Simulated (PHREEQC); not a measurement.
PHREEQC input (Pitzer model, pitzer.dat):

```
SOLUTION 1
  temp 60
  units mol/kgw
  pH 7 charge
  Cl 0.019
  Na 0.119
  S(6) 0.05
END
USE solution 1
INCREMENTAL_REACTIONS false
REACTION 1
  H2O -1
  0 9.886 18.011 24.689 30.178 34.689 38.397 41.444
  43.949 46.007 47.699 49.089 50.232 51.172 51.944 52.578
  53.1 53.528 53.88 54.17 54.408 54.603 54.764 54.896
  55.005 55.094 55.168 55.228 moles
EQUILIBRIUM_PHASES 1
  Halite 0 0
  Mirabilite 0 0
  Thenardite 0 0
SELECTED_OUTPUT 1
  -reset false
  -pH true
  -pe true
  -ionic_strength true
  -water true
  -activities H2O
  -totals Cl Na S
  -molalities H+ Na+ Cl- SO4-2 OH- HSO4-
  -equilibrium_phases Halite Mirabilite Thenardite
PRINT
  -reset false
END
```

Selected output (columns that matter, 20 of 28 rows; water left (kg) added in front):

```
water left (kg)	pH	mu	Cl	Na	S	m_H+	m_Na+	m_Cl-	m_SO4-2	m_OH-	la_H2O	Thenardite
1	6.8336	0.169	0.019	0.119	0.05	2.2241e-07	0.119	0.019	0.049999	9.1969e-07	-0.0012254	0
0.821894	6.8512	0.20562	0.023117	0.14479	0.060835	2.2059e-07	0.14479	0.023117	0.060834	9.7802e-07	-0.001476	0
0.555203	6.8853	0.30439	0.034222	0.21434	0.090057	2.1845e-07	0.21434	0.034222	0.090056	1.1047e-06	-0.0021413	0
0.456313	6.9018	0.37036	0.041638	0.26079	0.10957	2.1809e-07	0.26079	0.041638	0.10957	1.1727e-06	-0.0025789	0
0.30824	6.9333	0.54827	0.06164	0.38606	0.16221	2.1858e-07	0.38606	0.06164	0.16221	1.3167e-06	-0.0037403	0
0.253345	6.9484	0.66707	0.074997	0.46972	0.19736	2.1926e-07	0.46972	0.074997	0.19736	1.3918e-06	-0.0045043	0
0.171138	6.9769	0.98751	0.11102	0.69535	0.29216	2.2069e-07	0.69535	0.11102	0.29216	1.545e-06	-0.0065345	0
0.140655	6.9904	1.2015	0.13508	0.84604	0.35548	2.2093e-07	0.84604	0.13508	0.35548	1.6214e-06	-0.0078744	0
0.115613	7.0035	1.4618	0.16434	1.0293	0.43248	2.2033e-07	1.0293	0.16434	0.43248	1.6962e-06	-0.0094951	0
0.0780853	7.0288	2.1643	0.24332	1.524	0.64033	2.143e-07	1.524	0.24332	0.64032	1.8366e-06	-0.01387	0
0.0641769	7.0413	2.6333	0.29606	1.8542	0.7791	2.0744e-07	1.8542	0.29606	0.77909	1.8998e-06	-0.016823	0
0.0433504	7.0663	3.8985	0.43829	2.7451	1.1534	1.8201e-07	2.7451	0.43829	1.1534	2.0068e-06	-0.025035	0
0.0356396	7.0785	4.7419	0.53312	3.339	1.4029	1.6234e-07	3.339	0.53312	1.4029	2.05e-06	-0.030752	0
0.0292979	7.0898	5.7683	0.64851	4.0617	1.7066	1.3805e-07	4.0617	0.64851	1.7066	2.0875e-06	-0.037976	0
0.0197855	7.1005	8.2372	0.9603	5.8116	2.4256	8.5471e-08	5.8116	0.9603	2.4256	2.1459e-06	-0.056838	0.0020075
0.0162724	7.085	8.0313	1.1676	5.7434	2.2879	8.3856e-08	5.7434	1.1676	2.2879	2.0943e-06	-0.058627	0.012771
0.0109937	7.039	7.5501	1.7283	5.6095	1.9406	7.8917e-08	5.6095	1.7283	1.9406	1.9446e-06	-0.063789	0.028665
0.00902994	7.0051	7.2909	2.1041	5.5619	1.7289	7.5335e-08	5.5619	2.1041	1.7289	1.8378e-06	-0.067581	0.034388
0.00609333	6.903	6.849	3.1182	5.6054	1.2436	6.5632e-08	5.6054	3.1182	1.2436	1.5401e-06	-0.079545	0.042422
0.00501237	6.8288	6.7562	3.7906	5.7677	0.98853	5.9699e-08	5.7677	3.7906	0.98853	1.3489e-06	-0.089123	0.045045
```

Species that the database lacks are ignored. Constants without temperature data keep their 25 °C values here.
